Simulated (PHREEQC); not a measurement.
Synthetic water in mmol/kgw, 25 °C, pH 2.11, pe 10.8: Na 104; K 0.00892; Ca 2.73; Mg 11.2; Cl 43.2; S(6) 52.2; Cu(2) 0.0665; Fe(3) 0.0471; Zn 0.117.

Valence states are taken as typed.

The numbers come from PHREEQC with the ion-association model, phreeqc.dat.

Each row changes one thing in this solution. Precipitation was switched off in this run.

```csv
case,ionic strength (mol/kgw),Na+ (mol/kgw),SO4-2 (mol/kgw),HSO4- (mol/kgw),Mg+2 (mol/kgw),Ca+2 (mol/kgw),SI of Gypsum (CaSO4:2H2O),SI of Goethite (FeOOH)
as made,0.162,0.0991,0.0313,0.00986,0.00621,0.00169,-0.67,+0.71
all concentrations times 4 at the same typed pH,0.588,0.373,0.113,___,0.0196,___,___,+0.84
K from 0.00892 to 0.0268 mmol/kgw,0.162,0.0991,0.0313,___,0.00621,0.00169,-0.67,+0.71
```

### Question
Some entries are withheld; supply them.

### Answer

- all concentrations times 4 at the same typed pH, HSO4- (mol/kgw): 0.0222
- all concentrations times 4 at the same typed pH, Ca+2 (mol/kgw): 0.00566
- all concentrations times 4 at the same typed pH, SI of Gypsum (CaSO4:2H2O): +0.06
- K from 0.00892 to 0.0268 mmol/kgw, HSO4- (mol/kgw): 0.00985

Some of these states are supersaturated (in Hematite (slow to form), Goethite (slow to form), Gypsum, for instance).
